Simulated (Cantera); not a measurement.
Feed: 1 mol SiCl4, 1.5 mol HCl, 0.25 mol H2, held at 727 °C and 180000 Pa.

Cantera equilibrium calculation (NASA polynomials, part measured and part estimated; ideal gas, pure solids and liquids). Candidate condensed phases: Si; 19 gas species. The tables' values for SiCl3 are old estimates; treat these amounts as uncertain. Kinetics and transport are ignored.

Base state: HCl 0.546, SiCl4 0.363, H2 0.0905, SiHCl3 0.000424, SiCl3 1.83e-5 (mole fractions); condensed: gas only.

What changes in the equilibrium state with this change: SiCl4 replaced by Si?


| species | before | after |
|---|---|---|
| H2 | 0.0905 | 0.687 |
| SiCl4 | 0.363 | 0.202 |
| SiHCl3 | 0.000424 | 0.0947 |
| HCl | 0.546 | 0.0103 |
| SiH2Cl2 | 5.34e-8 | 0.00479 |
| SiH3Cl | <1e-9 | 6.19e-5 |
| SiCl2 | 2.23e-8 | 0.000263 |
| Si(s), mol | 0 | 0.593 |
